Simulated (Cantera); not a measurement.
# Premixed flame

A freely propagating, adiabatic, planar premixed flame of 11.7 % CH4, 16.7 % O2, 71.6 % N2, unburnt at 425 K and 760 Torr; unity-Lewis-number transport, grid criteria slope 0.08 and curve 0.16, no radiation.

Detailed kinetics in Cantera: GRI-Mech 3.0 (53 species, 325 reactions). Unity Lewis numbers drop preferential diffusion, which matters most where H2 and H carry the flame. Burning velocities carry a grid error of a few per cent, more on coarse grids.

```json
[
 {"z (mm)": "-3.79", "T (K)": "426", "u (m/s)": "0.145", "x CH4": "0.117", "x O2": "0.167", "x OH": "<1e-8", "x CO": "4.57e-5", "x CO2": "2.27e-5", "x C2H": "<1e-8"},
 {"z (mm)": "-2.53", "T (K)": "436", "u (m/s)": "0.149", "x CH4": "0.116", "x O2": "0.166", "x OH": "<1e-8", "x CO": "0.000458", "x CO2": "0.000228", "x C2H": "<1e-8"},
 {"z (mm)": "-1.89", "T (K)": "470", "u (m/s)": "0.160", "x CH4": "0.113", "x O2": "0.162", "x OH": "<1e-8", "x CO": "0.00186", "x CO2": "0.000923", "x C2H": "<1e-8"},
 {"z (mm)": "-1.26", "T (K)": "632", "u (m/s)": "0.217", "x CH4": "0.101", "x O2": "0.146", "x OH": "1.26e-8", "x CO": "0.00878", "x CO2": "0.00437", "x C2H": "<1e-8"},
 {"z (mm)": "-0.631", "T (K)": "1108", "u (m/s)": "0.388", "x CH4": "0.0619", "x O2": "0.0939", "x OH": "7.15e-7", "x CO": "0.0308", "x CO2": "0.0153", "x C2H": "<1e-8"},
 {"z (mm)": "-0.316", "T (K)": "1471", "u (m/s)": "0.524", "x CH4": "0.0307", "x O2": "0.0519", "x OH": "2.23e-5", "x CO": "0.0487", "x CO2": "0.0243", "x C2H": "<1e-8"},
 {"z (mm)": "0", "T (K)": "1796", "u (m/s)": "0.650", "x CH4": "0.00594", "x O2": "0.0141", "x OH": "0.000321", "x CO": "0.0642", "x CO2": "0.0336", "x C2H": "3.43e-7"},
 {"z (mm)": "0.316", "T (K)": "1912", "u (m/s)": "0.695", "x CH4": "0.000697", "x O2": "0.00199", "x OH": "0.000618", "x CO": "0.0675", "x CO2": "0.0391", "x C2H": "4.88e-7"},
 {"z (mm)": "0.631", "T (K)": "1935", "u (m/s)": "0.704", "x CH4": "0.000188", "x O2": "0.000325", "x OH": "0.000497", "x CO": "0.0670", "x CO2": "0.0412", "x C2H": "2.14e-7"},
 {"z (mm)": "1.26", "T (K)": "1944", "u (m/s)": "0.707", "x CH4": "6.36e-5", "x O2": "2.40e-5", "x OH": "0.000295", "x CO": "0.0666", "x CO2": "0.0423", "x C2H": "5.84e-8"},
 {"z (mm)": "2.53", "T (K)": "1948", "u (m/s)": "0.708", "x CH4": "3.07e-5", "x O2": "2.25e-6", "x OH": "0.000168", "x CO": "0.0666", "x CO2": "0.0425", "x C2H": "1.42e-8"},
 {"z (mm)": "5.05", "T (K)": "1950", "u (m/s)": "0.709", "x CH4": "1.64e-5", "x O2": "7.37e-7", "x OH": "0.000106", "x CO": "0.0668", "x CO2": "0.0425", "x C2H": "<1e-8"},
 {"z (mm)": "10.1", "T (K)": "1950", "u (m/s)": "0.709", "x CH4": "7.06e-6", "x O2": "3.92e-7", "x OH": "7.92e-5", "x CO": "0.0669", "x CO2": "0.0425", "x C2H": "<1e-8"}
]
```
x: mole fraction of selected species; z is measured from the peak of heat release.

```
Property                     Result
------------------------  ---------
laminar burning velocity  14.5 cm/s
thermal thickness           1.26 mm
peak x(OH)                 0.000618
peak x(CO)                   0.0675
peak x(C2H)                 5.81e-7
grid points                     131
```
